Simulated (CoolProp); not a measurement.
Vapour-liquid equilibrium of R113 (1) + n-hexane (2) at 0.994 MPa; x and y are mole fractions of (1).

Model: multi-fluid Helmholtz-energy mixture model, Marx 1992 and Thol 2019; pair parameters Bell 2016, in CoolProp.

```csv
x,bubble temperature (K),y at the bubble point,dew temperature at overall composition x (K),liquid density (mol/L)
0.05,435.6,0.078,436.4,5.841
0.15,431.5,0.217,433.5,5.929
0.25,428.0,0.338,430.5,6.012
0.35,424.9,0.446,427.6,6.093
0.45,422.2,0.543,424.8,6.173
0.55,419.8,0.633,422.0,6.253
0.65,417.7,0.718,419.4,6.334
0.75,415.9,0.799,417.0,6.418
0.85,414.2,0.879,414.8,6.504
0.95,412.8,0.959,412.9,6.594
```

No azeotrope shows between x = 0.05 and 0.95.

Pair parameters are fitted to limited data, so mixtures are less certain than the pure fluids.
